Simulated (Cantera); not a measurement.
**Equilibrium for silicates and aluminates: SiO2 + MgO + H2**

Input: 1 mol SiO2, 0.15 mol MgO, 4.2 mol H2, held at 1625 K and 0.0450 bar.

Cantera equilibrium calculation (NASA polynomials, part measured and part estimated; ideal gas, pure solids and liquids). Candidate condensed phases: H2O, Mg, MgO, Mg(OH)2, MgSiO3, Mg2SiO4, Si, SiO2; 24 gas species. Mutual solubility and eutectic melting of coexisting phases are not modelled. The tables hold silica as quartz up to 1696 K and as liquid above; real silica turns to tridymite and cristobalite and melts near 1996 K. Condensed phases not in the tables: alloys, solid solutions and most ternary compounds. Equilibrium is a limit: real reactors are often held back by kinetics, nucleation or transport.

The x(H2) is 0.998, the x(H2O) comes out as 0.00105 and the x(SiO) comes out as 0.00101. The x(H) is 0.000332. The x(Mg) is 3.86e-5 and the n(MgSiO3(s)) is 0.150 mol. The n(SiO2(β-quartz)) is 0.846 mol and the gas amount is 4.205 mol. The log10 activity of Si(s) (absent) comes out as -3.93 and the log10 activity of Mg(l) (absent) is -6.54.
